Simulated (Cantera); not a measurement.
**Low-pressure radical oxidation in H2/O2**

An isothermal, constant-pressure homogeneous reactor starts with 1.67 % H₂, 98.3 % O₂, equivalence ratio 0.0085, at 1298 K and 1.28 Torr.

Computed with Cantera and GRI-Mech 3.0 (53 species, 325 reactions). Radical loss at walls, strong at low pressure, is not modelled.

| t (s) | x H₂ | x O₂ | x H₂O₂ | x HO₂ | x H |
|---|---|---|---|---|---|
| 1.00e-5 | 0.0167 | 0.983 | <1e-12 | 1.07e-10 | 1.04e-10 |
| 4.78e-5 | 0.0167 | 0.983 | <1e-12 | 5.10e-10 | 4.60e-10 |
| 0.000229 | 0.0167 | 0.983 | <1e-12 | 2.44e-9 | 1.58e-9 |
| 0.00109 | 0.0167 | 0.983 | 2.42e-12 | 1.17e-8 | 3.97e-9 |
| 0.00524 | 0.0167 | 0.983 | 5.27e-11 | 5.58e-8 | 4.00e-8 |
| 0.0250 | 0.0119 | 0.979 | 4.60e-9 | 1.61e-7 | 0.000535 |
| 0.120 | 0.000110 | 0.968 | 3.28e-9 | 1.26e-7 | 0.000947 |
| 0.573 | 0.000106 | 0.968 | 3.26e-9 | 1.24e-7 | 0.000887 |
| 2.74 | 8.72e-5 | 0.971 | 3.17e-9 | 1.14e-7 | 0.000657 |
| 13.1 | 4.12e-5 | 0.977 | 2.66e-9 | 7.96e-8 | 0.000207 |
| 62.7 | 6.33e-6 | 0.982 | 1.28e-9 | 2.72e-8 | 1.21e-5 |
| 300 | 4.95e-7 | 0.983 | 2.68e-10 | 6.46e-9 | 2.63e-7 |
x: mole fraction; the columns are a selection and need not sum to one.

Equilibrium at this temperature and pressure: H₂ 3.47e-8, O₂ 0.983, H₂O₂ 3.72e-11, HO₂ 9.75e-9, H 4.88e-9 (gas phase only).
